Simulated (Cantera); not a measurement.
Cantera run:

```python
import numpy as np
import cantera as ct

gas_names = """
    H HNO HNO2 HNO3 HO2 H2 H2O H2O2 N NH NH2 NH3 NH2OH NO NO2 NO3 N2 N2H2 N2H4 N2O O OH O2 O3 Si SiH
    SiH2 SiH3 SiH4 SiN SiO SiO2 Si2 Si2N Si3
""".split()
cond_names = """
    H2O(s) H2O(L) Si(cr) Si(L) SiO2(Lqz) SiO2(hqz) SiO2(L) Si2N2O(s) Si3N4(a)
""".split()


# ... load() reads the species with a 1 bar reference pressure and builds the phases ...
atoms = {
    'Si3N4': {'Si': 3, 'N': 4},
    'H2O': {'H': 2, 'O': 1},
    'H2': {'H': 2},
}
top_T = {'Si2N2O(s)': 2100, 'Si3N4(a)': 2400}  # K; cautious upper limits of use, not melting points


# ... equilibrate(T, P, feed) seeds the gas with the atoms and calls Mixture.equilibrate('TP', solver="vcs", rtol=1e-11, max_steps=5000) ...
results = []
feed = {'Si3N4': 1, 'H2O': 0.039, 'H2': 280}  # mol
T = 1650  # K
for P in [0.1, 1.5, 22, 320, 4600, 68000, 1000000]:
    mix = equilibrate(T, P, feed)
    results.append((T, P, feed, dict(zip(mix.species_names, mix.species_moles))))

top = {s: max(r[3][s] / sum(r[3][g] for g in gas_names) for r in results) for s in gas_names}
cols = sorted((s for s in top if top[s] > 1e-06), key=lambda s: -top[s])[:6]
seen = [c for c in cond_names if any(r[3].get(c, 0) > 1e-12 for r in results)]
print("log10 of partial pressures in bar; condensed amounts in mol")
print(f"{'P/Pa':>10s}" + "".join(f"{s[:9]:>10s}" for s in cols + seen))
for T, P, feed, n in results:
    ng = sum(n[g] for g in gas_names)
    print(f"{P:10.4g}" + "".join(f"{np.log10(max(n[s] / ng * P / 1e5, 1e-99)):10.3f}" for s in cols)
          + "".join(f"{n.get(c, 0):10.4g}" for c in seen))
```

Output:

```
log10 of partial pressures in bar; condensed amounts in mol
      P/Pa        H2         H        Si        N2       SiO       SiH    Si(cr) Si2N2O(s)  Si3N4(a)
       0.1    -6.047    -7.065    -8.003    -8.173    -9.883   -10.765         0         0         0
       1.5    -4.842    -6.463    -6.818    -6.983    -8.693    -8.977         0         0         0
        22    -3.664    -5.874    -6.572    -5.809    -7.519    -8.142       2.6         0         0
       320    -2.499    -5.291    -6.572    -4.645    -6.355    -7.560     2.932         0         0
      4600    -1.341    -4.712    -6.572    -3.487    -5.197    -6.981     2.956         0         0
   6.8e+04    -0.168    -4.126    -6.572    -3.161    -4.627    -6.394    0.3993   0.02925    0.8432
     1e+06     1.000    -3.542    -6.572    -3.161    -4.627    -5.810  0.003929   0.03832    0.9709
```

These are equilibrium values from Cantera (NASA tables, ideal gas, pure condensed phases), not measurements of a reactor. Mutual solubility and eutectic melting of coexisting phases are not modelled. Gases not in the tables: Si2H6 and higher silanes.
